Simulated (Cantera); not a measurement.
A perfectly stirred reactor is fed with 4.42 % CH₄, 0.619 % C₂H₆, 1.46 % C₃H₈, 19.7 % O₂, 73.8 % N₂, equivalence ratio 0.93, at 630000 Pa; it is adiabatic with a 550 K inlet, and is followed from long to short residence time, starting on the burning branch (τ in s: 0.15, 0.059, 0.023, 0.0089, 0.0034, 0.0013, 0.00052, 0.0002, 7.7e-05, 3e-05, 1.2e-05, 4.5e-06).

Model: GRI-Mech 3.0 (53 species, 325 reactions), integrated in Cantera. GRI-Mech 3.0 was tuned for natural gas; its chemistry of propane as a main component is partial and can be far from experiment.

x: mole fraction; the columns are a selection and need not sum to one.

| τ (s) | T (K) | x CH₄ | x C₂H₆ | x C₃H₈ | x NO₂ | x HCO |
|---|---|---|---|---|---|---|
| 0.15 | 2366 | 2.08e-7 | 2.89e-9 | 8.59e-9 | 2.57e-6 | 3.64e-9 |
| 0.059 | 2366 | 5.17e-7 | 7.29e-9 | 2.16e-8 | 2.21e-6 | 7.26e-9 |
| 0.023 | 2365 | 1.27e-6 | 1.85e-8 | 5.45e-8 | 1.69e-6 | 1.67e-8 |
| 0.0089 | 2362 | 3.07e-6 | 4.69e-8 | 1.37e-7 | 1.14e-6 | 4.14e-8 |
| 0.0034 | 2351 | 7.11e-6 | 1.20e-7 | 3.41e-7 | 7.41e-7 | 1.07e-7 |
| 0.0013 | 2329 | 1.54e-5 | 3.05e-7 | 8.17e-7 | 4.99e-7 | 2.79e-7 |
| 0.00052 | 2293 | 3.06e-5 | 7.22e-7 | 1.80e-6 | 3.48e-7 | 7.01e-7 |
| 0.00020 | 2241 | (withheld) | (withheld) | (withheld) | (withheld) | (withheld) |
| 7.7e-5 | 2170 | 0.000137 | 4.21e-6 | 8.80e-6 | 1.49e-7 | 4.81e-6 |
| 3.0e-5 | 2078 | 0.000347 | 1.11e-5 | 2.17e-5 | 8.77e-8 | 1.25e-5 |
| 1.2e-5 | 550 | 0.0442 | 0.00619 | 0.0146 | <1e-12 | <1e-12 |
| 4.5e-6 | 550 | 0.0442 | 0.00619 | 0.0146 | <1e-12 | <1e-12 |

Q: Complete the blanks.

A: 
- 0.00020, x CH₄: 6.29e-5
- 0.00020, x C₂H₆: 1.74e-6
- 0.00020, x C₃H₈: 3.95e-6
- 0.00020, x NO₂: 2.33e-7
- 0.00020, x HCO: 1.84e-6
